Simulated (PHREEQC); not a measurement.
Consider water at 25 °C with 47 mmol/kgw HBr and 140 mmol/kgw AlCl3. Closed to the air; pH follows from the charge balance.

Equilibrium calculation in PHREEQC: ion-association model, phreeqc.dat.

```tsv
quantity	before	after
pH	1.46	1.83
ionic strength (mol/kgw)	0.887	0.428
```

**Question.** What was changed between the two runs?
A. AlCl3 left out
B. HBr left out
C. AlCl3 replaced by NaCl at the same molality
D. diluted 100-fold with water
E. AlCl3 replaced by Al2(SO4)3 at the same molality

**Answer.** E, AlCl3 replaced by Al2(SO4)3 at the same molality

This is a speciation only: nothing precipitates in the calculation. The ionic strength passes 0.7 mol/kgw, the rough limit of the ion-association models, in before.
